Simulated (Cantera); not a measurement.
A Cantera script and what it prints.

```python
import numpy as np
import cantera as ct

gas_names = """
    AL ALH ALO ALOH ALO2 ALO2H AL2 AL2O AL2O2 H HALO HO2 H2 H2O H2O2 O OH O2 O3 Si SiH SiH2 SiH3 SiH4
    SiO SiO2 Si2 Si3
""".split()
cond_names = """
    AL(cr) AL(L) AL2O3(a) AL2O3(L) AL2SiO5(an) AL6Si2O13(s) H2O(s) H2O(L) Si(cr) Si(L) SiO2(Lqz)
    SiO2(hqz) SiO2(L)
""".split()


# ... load() reads the species with a 1 bar reference pressure and builds the phases ...
atoms = {
    'SiO2': {'Si': 1, 'O': 2},
    'Al2O3': {'AL': 2, 'O': 3},
    'H2': {'H': 2},
}
top_T = {'AL2SiO5(an)': 2000, 'AL6Si2O13(s)': 2100}  # K; cautious upper limits of use, not melting points


# ... equilibrate(T, P, feed) seeds the gas with the atoms and calls Mixture.equilibrate('TP', solver="vcs", rtol=1e-11, max_steps=5000) ...
results = []
feed = {'SiO2': 1, 'Al2O3': 1.5, 'H2': 84}  # mol
P = 1333.22  # Pa
for T in [1075, 1225, 1375, 1525, 1675, 1825, 1975, 2125]:
    mix = equilibrate(T, P, feed)
    results.append((T, P, feed, dict(zip(mix.species_names, mix.species_moles))))

top = {s: max(r[3][s] / sum(r[3][g] for g in gas_names) for r in results) for s in gas_names}
cols = sorted((s for s in top if top[s] > 0.001), key=lambda s: -top[s])[:8]
seen = [c for c in cond_names if any(r[3].get(c, 0) > 1e-12 for r in results)]
print("log10 of partial pressures in bar; condensed amounts in mol")
print(f"{'T/K':>10s}" + "".join(f"{s[:9]:>10s}" for s in cols + seen))
for T, P, feed, n in results:
    ng = sum(n[g] for g in gas_names)
    print(f"{T:10.4g}" + "".join(f"{np.log10(max(n[s] / ng * P / 1e5, 1e-99)):10.3f}" for s in cols)
          + "".join(f"{n.get(c, 0):10.4g}" for c in seen))
```

It prints:

```
log10 of partial pressures in bar; condensed amounts in mol
       T/K        H2         H       SiO       H2O  AL2O3(a) AL2SiO5(a AL6Si2O13
      1075    -1.875    -8.771    -9.211    -9.210       0.5         1         0
      1225    -1.875    -7.444    -7.593    -7.593 0.0002412         0    0.4999
      1375    -1.875    -6.403    -6.352    -6.352  0.004201         0    0.4986
      1525    -1.875    -5.564    -5.361    -5.361   0.04115         0    0.4863
      1675    -1.877    -4.874    -4.553    -4.553     0.265         0    0.4117
      1825    -1.885    -4.299    -3.885    -3.885     1.246         0   0.08468
      1975    -1.891    -3.809    -3.807    -3.807       1.5         0         0
      2125    -1.899    -3.390    -3.811    -3.810     1.497         0         0
```

Cantera equilibrium calculation (NASA polynomials, part measured and part estimated; ideal gas, pure solids and liquids). Mutual solubility and eutectic melting of coexisting phases are not modelled. The tables' values for AlOH are old estimates; treat these amounts as uncertain. Condensed phases not in the tables: alloys, solid solutions and most ternary compounds.
